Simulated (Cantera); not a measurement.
## Fe2O3 + Cl2 (oxide etching and cleaning by halides)

Input: 1 mol Fe2O3, 49 mol Cl2, at 0.0133 bar.

These are equilibrium values from Cantera (NASA tables, ideal gas, pure condensed phases), not measurements of a reactor. Candidate condensed phases: Fe, FeCl2, FeCl3, FeO, Fe2O3, Fe3O4; 13 gas species. Condensed phases not in the tables: FeOCl. The numbers say what is thermodynamically allowed, not how fast it happens.

```csv
T (°C),x Cl2,x Cl,x FeCl3,x O2,x FeCl2,x ClO,x O,n Fe2O3(s)
400,0.999,2.45e-6,0.000530,0.000435,2.52e-8,1.33e-9,<1e-12,0.986
500,0.993,4.22e-5,0.00408,0.00315,2.53e-6,3.73e-8,<1e-12,0.897
600,0.967,0.000377,0.0185,0.0141,8.40e-5,4.76e-7,1.95e-12,0.537
700,0.927,0.00214,0.0393,0.0303,0.000871,2.88e-6,1.02e-10,0
800,0.921,0.00894,0.0372,0.0301,0.00295,9.25e-6,1.87e-9,0
900,0.901,0.0291,0.0322,0.0297,0.00742,2.41e-5,2.09e-8,0
1000,0.855,0.0777,0.0245,0.0289,0.0141,5.25e-5,1.58e-7,0
1100,0.762,0.174,0.0159,0.0273,0.0206,9.72e-5,8.82e-7,0
1200,0.613,0.329,0.00878,0.0249,0.0245,0.000153,3.81e-6,0
1300,0.423,0.526,0.00422,0.0218,0.0251,0.000202,1.34e-5,0
1400,0.244,0.711,0.00183,0.0190,0.0237,0.000228,3.99e-5,0
1500,0.121,0.838,0.000775,0.0171,0.0222,0.000231,0.000106,0
```
x: gas mole fraction; n: condensed amount in mol.

From 400 °C to 600 °C the condensed part is Fe2O3(s). From 700 °C to 1500 °C nothing is condensed. The main Fe-bearing gas is FeCl3 at 400 °C and FeCl2 at 1500 °C.
